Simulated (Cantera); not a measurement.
Cantera run:

```python
import numpy as np
import cantera as ct

gas_names = """
    C CN CO CO2 C2 CCN CNC C2N2 C2O C3 C3O2 C4 C4N2 C5 N NCO NO NO2 NO3 N2 N2O O O2 O3 Si SiC SiC2 SiN
    SiO SiO2 Si2 Si2C Si2N Si3
""".split()
cond_names = """
    C(gr) Si(cr) Si(L) SiC(b) SiO2(Lqz) SiO2(hqz) SiO2(L) Si2N2O(s) Si3N4(a)
""".split()


# ... load() reads the species with a 1 bar reference pressure and builds the phases ...
atoms = {
    'SiC': {'Si': 1, 'C': 1},
    'N2O': {'N': 2, 'O': 1},
    'N2': {'N': 2},
}
top_T = {'C(gr)': 4500, 'SiC(b)': 3050, 'Si2N2O(s)': 2100, 'Si3N4(a)': 2400}  # K; cautious upper limits of use, not melting points


# ... equilibrate(T, P, feed) seeds the gas with the atoms and calls Mixture.equilibrate('TP', solver="vcs", rtol=1e-11, max_steps=5000) ...
results = []
feed = {'SiC': 1, 'N2O': 0.33, 'N2': 450}  # mol
P = 210  # Pa
for T in [1875, 1900, 1925, 1950, 1975, 2000, 2025, 2050, 2075]:
    mix = equilibrate(T, P, feed)
    results.append((T, P, feed, dict(zip(mix.species_names, mix.species_moles))))
    x = sorted(zip(gas.X, gas.species_names), reverse=True)
    print(f"T = {T:g} K  P = {P:g} Pa  gas = {mix.phase_moles(0):.4g} mol")
    print("   x: " + "  ".join(f"{s} {v:.3e}" for v, s in x if v > 0.0001))
    print("   condensed (mol): " + ("  ".join(f"{mix.phase(i).name} {mix.phase_moles(i):.4g}"
          for i in range(1, mix.n_phases) if mix.phase_moles(i) > 1e-12) or "none"))
```

Result:

```
T = 1875 K  P = 210 Pa  gas = 450.9 mol
   x: N2 9.987e-01  CO 6.615e-04  Si 5.696e-04
   condensed (mol): SiC(b) 0.6967
T = 1900 K  P = 210 Pa  gas = 451 mol
   x: N2 9.986e-01  CO 6.916e-04  Si 6.299e-04
   condensed (mol): SiC(b) 0.6808
T = 1925 K  P = 210 Pa  gas = 451 mol
   x: N2 9.986e-01  CO 7.103e-04  Si 6.706e-04
   condensed (mol): SiC(b) 0.668
T = 1950 K  P = 210 Pa  gas = 451 mol
   x: N2 9.985e-01  CO 7.207e-04  Si 7.005e-04
   condensed (mol): SiC(b) 0.6543
T = 1975 K  P = 210 Pa  gas = 451 mol
   x: N2 9.984e-01  Si 7.686e-04  CO 7.253e-04
   condensed (mol): C(gr) 0.01821  SiC(b) 0.6153
T = 2000 K  P = 210 Pa  gas = 451.2 mol
   x: N2 9.980e-01  Si 1.137e-03  CO 7.246e-04
   condensed (mol): C(gr) 0.1823  SiC(b) 0.427
T = 2025 K  P = 210 Pa  gas = 451.5 mol
   x: N2 9.974e-01  Si 1.665e-03  CO 7.238e-04
   condensed (mol): C(gr) 0.4172  SiC(b) 0.1535
T = 2050 K  P = 210 Pa  gas = 451.6 mol
   x: N2 9.971e-01  Si 1.971e-03  CO 7.245e-04  SiC2 1.024e-04
   condensed (mol): C(gr) 0.5426
T = 2075 K  P = 210 Pa  gas = 451.6 mol
   x: N2 9.971e-01  Si 1.986e-03  CO 7.261e-04  SiC2 1.151e-04
   condensed (mol): C(gr) 0.5314
```

Cantera equilibrium calculation (NASA polynomials, part measured and part estimated; ideal gas, pure solids and liquids). The tables' values for SiN are old estimates; treat these amounts as uncertain.
